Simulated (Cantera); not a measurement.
Charge: 1 mol C2H4, 0.8 mol O2, 0.7 mol H2, equilibrated at 1623.15 K and 1.70 bar.

These are equilibrium values from Cantera (NASA tables, ideal gas, pure condensed phases), not measurements of a reactor. Candidate condensed phases: C, C6H6, C7H8, C8H18, H2O; 110 gas species. Kinetics and transport are ignored.

Base state: H2 0.626, CO 0.372, CH4 0.000988, H2O 0.000300, CO2 5.74e-5, H 4.20e-5, C2H2 (acetylene) 2.19e-5 (mole fractions); condensed: C(graphite).

Question: What changes in the equilibrium state with this change: temperature from 1623.15 K to 2573.15 K?

Answer: 
```csv
species,before,after
H2,0.626,0.602
CO,0.372,0.368
H,4.20e-5,0.0205
C2H2 (acetylene),2.19e-5,0.00879
C4H2,<1e-9,5.31e-5
C2H,<1e-9,2.49e-5
CO2,5.74e-5,7.35e-7
H2O,0.000300,7.69e-6
CH3,1.35e-6,4.95e-5
"C(graphite), mol",0.397,0.322
```
